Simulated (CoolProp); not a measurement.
A single-stage vapour-compression cycle with c-C4F8 (RC318): evaporating at 268.15 K (dew point), condensing at 301.15 K (bubble point), superheat 2 K, subcooling 8 K, compressor efficiency 0.75, no pressure losses. Each further row changes one setting.

The numbers come from the reference Helmholtz-energy equation of state, Platzer 1990 in CoolProp. This equation is an older, rougher fit; its heat capacities, sound speeds and derivatives of the liquid may be far off and weren't checked against measurements.

```csv
case,cooling COP,pressure ratio,discharge temperature (K),refrigerating effect (kJ/kg),volumetric capacity (kJ/m³)
as stated,[?],3.26,301.1,91.1,895
evaporating temperature 273.15 K,6.72,2.67,301.1,[?],[?]
condensing temperature 296.15 K,[?],2.78,296.1,96.5,949
subcooling 13 K,5.76,3.26,301.1,96.5,[?]
superheat 12 K,5.56,3.26,306.7,98.6,[?]
compressor efficiency 0.65,[?],3.26,301.1,91.1,895
```

Task: Fill in the missing entries.

Result: 
- as stated, cooling COP: 5.43
- evaporating temperature 273.15 K, refrigerating effect (kJ/kg): 94.5
- evaporating temperature 273.15 K, volumetric capacity (kJ/m³): 1120
- condensing temperature 296.15 K, cooling COP: 6.63
- subcooling 13 K, volumetric capacity (kJ/m³): 948
- superheat 12 K, volumetric capacity (kJ/m³): 929
- compressor efficiency 0.65, cooling COP: 4.71

The compression ends wet for: as stated; evaporating temperature 273.15 K; condensing temperature 296.15 K; subcooling 13 K; compressor efficiency 0.65.
